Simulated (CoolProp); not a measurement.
n-heptane at 455.79 K and 2.92 MPa is throttled through a valve to 0.646 MPa with no heat exchange. Each further row changes one setting.

The numbers come from the reference Helmholtz-energy equation of state, Span 2003 in CoolProp. It is a short technical equation, of lower accuracy than the large ones.

```
case                       temperature change (K)                       final phase  final density (kg/m³)
-------------------------  ----------------------  --------------------------------  ---------------------
as stated                                    -5.7  two-phase, vapour fraction 0.067                    204
outlet pressure 0.194 MPa                   -60.5  two-phase, vapour fraction 0.574                   11.1
outlet pressure 0.84 MPa                     -0.2                            liquid                    522
```
